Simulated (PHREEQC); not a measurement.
# Reverse-osmosis permeate (model solution)

Synthetic water in mg/L, 15 °C, pH 5.69, pe 11.7: Na 0.972; K 2.79; Ca 11.7; Mg 0.551; Cl 6.52; S(6) as SO4 11.1; Alkalinity as HCO3 20.6; Pb 0.0406; B 0.00188.

Valence states are taken as typed.

Computed with PHREEQC (ion-association model, wateq4f.dat).

This is a speciation only: nothing precipitates in the calculation.

Task: What charge-balance error does the model give?

Result: charge-balance error -0.6 %.

Task: In which forms is S present?

Result: SO4-2 96 %, CaSO4 3.7 % of the S.
